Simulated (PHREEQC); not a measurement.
Ca(OH)2 is added in steps, without added water, to 1 kg of water holding 0.21 mol HCl and 0.0065 mol MnSO4, at 25 °C. No oxygen is let in. No CO2 enters from the air. The run lets Gypsum, Portlandite, Pyrochroite precipitate or redissolve, and no other solid.

Base run: PHREEQC, ion-association model, wateq4f.dat. Each further column changes one thing. The table gives pH.

| Ca(OH)2 added (mol) | base | HCl from 0.21 to 2.1 mol/kgw | HCl from 0.21 to 0.021 mol/kgw | MnSO4 from 0.0065 to 0.00585 mol/kgw | no solid may form |
|---|---|---|---|---|---|
| 0 | 0.79 | -0.18 | 1.80 | 0.79 | 0.79 |
| 0.063 | 1.20 | [?] | 12.38 | 1.20 | 1.20 |
| 0.1575 | 12.15 | -0.11 | 12.38 | 12.15 | [?] |
| 0.252 | 12.15 | [?] | 12.38 | 12.15 | 13.04 |
| 0.315 | 12.15 | -0.02 | 12.38 | 12.15 | 13.19 |
| 0.378 | 12.15 | [?] | 12.38 | 12.15 | 13.30 |
| 0.4725 | 12.15 | 0.09 | 12.38 | 12.15 | [?] |
| 0.567 | 12.15 | 0.17 | 12.38 | 12.15 | 13.50 |
| 0.63 | 12.15 | [?] | 12.38 | 12.15 | [?] |

Q: Complete the blanks.

A: 
- 0.063, HCl from 0.21 to 2.1 mol/kgw: -0.15
- 0.1575, no solid may form: 12.58
- 0.252, HCl from 0.21 to 2.1 mol/kgw: -0.06
- 0.378, HCl from 0.21 to 2.1 mol/kgw: 0.02
- 0.4725, no solid may form: 13.41
- 0.63, HCl from 0.21 to 2.1 mol/kgw: 0.23
- 0.63, no solid may form: 13.55

 The ionic strength passes 0.7 mol/kgw, the rough limit of the ion-association models, in part of: HCl from 0.21 to 2.1 mol/kgw; no solid may form. In at least one series the solution becomes supersaturated in solids that the run did not let form, among them Portlandite, Pyrochroite.
